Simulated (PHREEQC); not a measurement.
A solution holds 0.19 mol CuSO4 and 0.0079 mol H2SO4 per kg of water, at 20 °C. Closed to the air; pH follows from the charge balance.

The numbers come from PHREEQC with the ion-association model, wateq4f.dat.

Task: The ionic strength comes out as 0.375 mol/kgw. What activity coefficients do H+, HSO4-, Cu+2, SO4-2 get?

Result: H+ 0.78, HSO4- 0.69, Cu+2 0.27, SO4-2 0.23.

Precipitation was switched off in this run.
